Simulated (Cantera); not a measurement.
An isothermal, constant-pressure homogeneous reactor starts with N₂O : H₂O = 1 : 0.041 (molar parts), at 1198 K and 760 Torr.

Detailed kinetics in Cantera: GRI-Mech 3.0 (53 species, 325 reactions). GRI-Mech 3.0 was tuned for natural gas; its chemistry of N2O as a main component is partial and can be far from experiment. The mechanism lacks the step 2 NO + O2 → 2 NO2, which can matter for NO2 below about 1400 K. The temperature is held fixed by assumption; the heat of reaction is taken as removed at once.

### Question
Predict: x(N₂O) at 2.00 s; x(H₂O) at 2.00 s; x(O₂) at 2.00 s; x(N₂) at 2.00 s; x(O) at 2.00 s.

### Answer
* **x(N₂O) at 2.00 s**: 0.230 (gas-phase equilibrium 1.40e-8)
* **x(H₂O) at 2.00 s**: 0.0297 (gas-phase equilibrium 0.0266)
* **x(O₂) at 2.00 s**: 0.228 (gas-phase equilibrium 0.324)
* **x(N₂) at 2.00 s**: 0.475 (gas-phase equilibrium 0.649)
* **x(O) at 2.00 s**: 8.11e-7 (gas-phase equilibrium 1.37e-8)
